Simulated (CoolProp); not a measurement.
The fluid at 293.15 K and 0.0894 MPa (gas) is heated at constant pressure to 457.8 K. The same conditions are run with several fluids, on thermodynamics alone (safety and materials aside).

Values from CoolProp's reference Helmholtz-energy equation of state of each fluid (cis-2-butene: Lemmon 2005; R125: Lemmon 2005; R404A: Lemmon 2003). Blends and air are pseudo-pure fits.

Q: Rank cis-2-butene, R125, R404A by heat (kJ/kg), highest first.

A: cis-2-butene (289), R404A (164), R125 (149)

| fluid | final density (kg/m³) |
|---|---|
| cis-2-butene | 1.33 |
| R125 | 2.83 |
| R404A | 2.30 |
